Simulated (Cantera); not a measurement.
A Cantera script and its output.

```python
import numpy as np
import cantera as ct

gas = ct.Solution("gri30.yaml")
gas.TPX = 1375, 1333, {'N2O': 1, 'O2': 0.018}
reactor = ct.IdealGasConstPressureReactor(gas, energy="off", clone=False)
net = ct.ReactorNet([reactor])
net.rtol, net.atol = 1e-08, 1e-18
show = ['N2O', 'O2', 'NO2', 'O', 'NO']
times = np.geomspace(7e-06, 40, 14)

steps = ct.SolutionArray(gas, extra=["t"])
rows = []
print(f"{'t/s':>10s}{'T/K':>9s}{'P/Pa':>11s}" + "".join(f"{s:>11s}" for s in show))
for t in times:
    while net.time < t:
        t_next = net.step()
        steps.append(gas.state, t=t_next)
    rows.append([np.interp(t, steps.t, y) for y in (steps.T, steps.P, *steps(*show).X.T)])
    print(f"{t:10.3e}{rows[-1][0]:9.1f}{rows[-1][1]:11.4g}" + "".join(f"{x:11.3e}" for x in rows[-1][2:]))
rate = np.gradient(steps.T, steps.t)
print("integrator steps:", len(steps.t))
if steps.T.max() > steps.T[0] + 200:
    print(f"time of steepest temperature rise: {steps.t[rate.argmax()]:.4e} s")
gas.TPX = 1375, 1333, {'N2O': 1, 'O2': 0.018}
gas.equilibrate("TP")
print(f"equilibrium (TP): T = {gas.T:.1f} K  " + "  ".join(f"{s} {gas[s].X[0]:.3e}" for s in show))
```

It prints:

```
       t/s      T/K       P/Pa        N2O         O2        NO2          O         NO
 7.000e-06   1375.0       1333  9.823e-01  1.768e-02  6.915e-19  5.008e-07  2.453e-09
 2.317e-05   1375.0       1333  9.823e-01  1.768e-02  3.392e-17  1.608e-06  2.629e-08
 7.667e-05   1375.0       1333  9.823e-01  1.768e-02  2.148e-15  4.826e-06  2.702e-07
 2.537e-04   1375.0       1333  9.823e-01  1.769e-02  1.359e-13  1.185e-05  2.417e-06
 8.398e-04   1375.0       1333  9.822e-01  1.772e-02  5.297e-12  1.845e-05  1.566e-05
 2.779e-03   1375.0       1333  9.817e-01  1.783e-02  9.595e-11  1.926e-05  6.725e-05
 9.198e-03   1375.0       1333  9.804e-01  1.820e-02  1.187e-09  1.926e-05  2.388e-04
 3.044e-02   1375.0       1333  9.758e-01  1.942e-02  1.269e-08  1.926e-05  8.041e-04
 1.007e-01   1375.0       1333  9.609e-01  2.341e-02  1.152e-07  1.926e-05  2.650e-03
 3.334e-01   1375.0       1333  9.136e-01  3.605e-02  7.581e-07  1.926e-05  8.499e-03
 1.103e+00   1375.0       1333  7.774e-01  7.249e-02  3.404e-06  1.925e-05  2.536e-02
 3.652e+00   1375.0       1333  4.759e-01  1.531e-01  1.195e-05  1.920e-05  6.263e-02
 1.209e+01   1375.0       1333  1.181e-01  2.490e-01  2.706e-05  1.880e-05  1.067e-01
 4.000e+01   1375.0       1333  2.779e-03  2.803e-01  5.146e-05  9.425e-06  1.200e-01
integrator steps: 916
equilibrium (TP): T = 1375.0 K  N2O 4.975e-09  O2 3.409e-01  NO2 8.755e-07  O 3.240e-06  NO 7.352e-04
```

Detailed kinetics in Cantera: GRI-Mech 3.0 (53 species, 325 reactions). GRI-Mech 3.0 was tuned for natural gas; its chemistry of N2O as a main component is partial and can be far from experiment. Radical loss at walls, strong at low pressure, is not modelled. The mechanism lacks the step 2 NO + O2 → 2 NO2, which can matter for NO2 below about 1400 K. The temperature is held fixed by assumption; the heat of reaction is taken as removed at once.
